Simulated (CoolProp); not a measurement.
Model: reference Helmholtz-energy equation of state, Thol 2021, in CoolProp.

**Question.** For chlorine, give the phase and the Z, speed of sound (m/s), Joule-Thomson coefficient (K/MPa), fugacity coefficient at -3.25 °C and 394 kPa; 59.75 °C and 394 kPa.

**Answer.** 
- -3.25 °C and 394 kPa: liquid; Z 0.00843, speed of sound 935, Joule-Thomson coefficient -0.331, fugacity coefficient 0.792
- 59.75 °C and 394 kPa: gas; Z 0.965, speed of sound 222, Joule-Thomson coefficient 22.7, fugacity coefficient 0.966
